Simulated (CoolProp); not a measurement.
Properties of sulfur dioxide along the isotherm 251.85 °C.

Values from CoolProp's reference Helmholtz-energy equation of state, Gao 2016.

| p (MPa) | phase | density (kg/m³) | cp (kJ/(kg K)) | Joule-Thomson coefficient (K/MPa) | isothermal compressibility (1/MPa) |
|---|---|---|---|---|---|
| 0.438 | gas | 6.490 | 0.7471 | 7.531 | 2.305 |
| 0.876 | gas | 13.11 | 0.7575 | [?] | 1.164 |
| 1.31 | gas | [?] | [?] | [?] | 0.7861 |
| 1.75 | gas | 26.71 | [?] | [?] | 0.5945 |
| 2.19 | gas | 33.77 | 0.7914 | 7.482 | 0.4801 |
| 2.63 | gas | [?] | 0.8039 | 7.464 | 0.4042 |
| 3.07 | gas | 48.34 | 0.8170 | 7.444 | 0.3501 |
| 3.51 | gas | [?] | 0.8308 | 7.421 | 0.3097 |
| 3.94 | gas | 63.39 | 0.8449 | 7.396 | 0.2790 |

What belongs in the gaps?


- 0.876, Joule-Thomson coefficient (K/MPa): 7.522
- 1.31, density (kg/m³): 19.79
- 1.31, cp (kJ/(kg K)): 0.7682
- 1.31, Joule-Thomson coefficient (K/MPa): 7.511
- 1.75, cp (kJ/(kg K)): 0.7795
- 1.75, Joule-Thomson coefficient (K/MPa): 7.498
- 2.63, density (kg/m³): 40.98
- 3.51, density (kg/m³): 55.87
